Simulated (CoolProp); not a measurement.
Vapour-liquid equilibrium of R22 (1) + R142b (2) at 3.22 bar; x and y are mole fractions of (1).

The numbers come from the multi-fluid Helmholtz-energy mixture model, Kamei 1995 and Lemmon 2006; pair parameters Bell 2016 in CoolProp.

Problem. Give the bubble temperature and the first vapour's composition at x = 0.125, 0.725, 0.8. Is there an azeotrope?

Solution. x = 0.125: 289.7 K, y = 0.282; x = 0.725: 267.5 K, y = 0.895; x = 0.8: 265.4 K, y = 0.931. No azeotrope shows between x = 0.05 and 0.95.

Pair parameters are fitted to limited data, so mixtures are less certain than the pure fluids.
